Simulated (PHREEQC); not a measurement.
Dissolve 4.8e-05 mol Ca(HCO3)2, 0.004 mol Na2HPO4 and 0.00081 mol H4SiO4 per kg of water at 5 °C. Closed to the air; pH follows from the charge balance.

Equilibrium calculation in PHREEQC: ion-association model, phreeqc.dat.

Each row changes one thing in this solution. No solid was allowed to form.

| case | pH | ionic strength (mol/kgw) | H4SiO4 (mol/kgw) | H3SiO4- (mol/kgw) | SI of SiO2(a) (SiO2) |
|---|---|---|---|---|---|
| as made | 8.89 | 0.0119 | 0.000766 | 4.41e-5 | -0.23 |
| Na2HPO4 from 0.004 to 0.04 mol/kgw | 9.18 | 0.116 | 0.000713 | ___ | -0.25 |
| Na2HPO4 left out | 7.85 | 0.000144 | 0.000806 | 3.86e-6 | -0.21 |
| Na2HPO4 from 0.004 to 0.002 mol/kgw | 8.77 | 0.00600 | 0.000777 | 3.31e-5 | -0.22 |
| H4SiO4 from 0.00081 to 0.000891 mol/kgw | 8.87 | 0.0119 | 0.000844 | 4.69e-5 | -0.18 |
| Ca(HCO3)2 replaced by Na2CO3 at the same molality | 9.15 | 0.0120 | 0.000733 | 7.67e-5 | -0.25 |
| Ca(HCO3)2 replaced by CaCl2 at the same molality | 8.90 | 0.0119 | 0.000765 | ___ | -0.23 |

Fill in the missing entries.


- Na2HPO4 from 0.004 to 0.04 mol/kgw, H3SiO4- (mol/kgw): 9.69e-5
- Ca(HCO3)2 replaced by CaCl2 at the same molality, H3SiO4- (mol/kgw): 4.49e-5

Some of these states are supersaturated (in Hydroxyapatite, Quartz (slow to form), Chalcedony (slow to form), for instance). Constants without temperature data keep their 25 °C values here.
